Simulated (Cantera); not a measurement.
Feed: 1 mol Fe₃O₄, 0.63 mol C, 2.2 mol H₂, held at 0.330 Torr.

Method: chemical equilibrium by Gibbs-energy minimisation in Cantera with the NASA 1993 tables (ideal gas, pure condensed phases). Candidate condensed phases: C, C₆H₆, C₇H₈, C₈H₁₈, Fe, Fe(CO)₅, FeO, Fe(OH)₂, Fe(OH)₃, Fe₂O₃, Fe₃O₄, H₂O; 114 gas species. Mutual solubility and eutectic melting of coexisting phases are not modelled. The tables' stoichiometric FeO is somewhat more stable than real wüstite, so its field is too wide. FeO: taken at fixed stoichiometry. Rates play no part.

**Question.** Which condensed phases are stable at each of these points (T (K)): 1348, 1498, 1648, 1798, 1948, 2098, 2248?

**Answer.** 
```csv
T (K),condensed phases,Fe condensed (%)
1348,Fe(γ) + FeO(s),100.0
1498,Fe(γ) + FeO(s),100.0
1648,Fe(γ) + FeO(s),99.4
1798,Fe(δ) + FeO(l),93.4
1948,FeO(l),72.5
2098,FeO(l),40.5
2248,gas only,0.0
```

From 1348 K to 1648 K the condensed part is Fe(γ) + FeO(s). At 1798 K the condensed part is Fe(δ) + FeO(l). From 1948 K to 2098 K the condensed part is FeO(l). At 2248 K nothing is condensed.
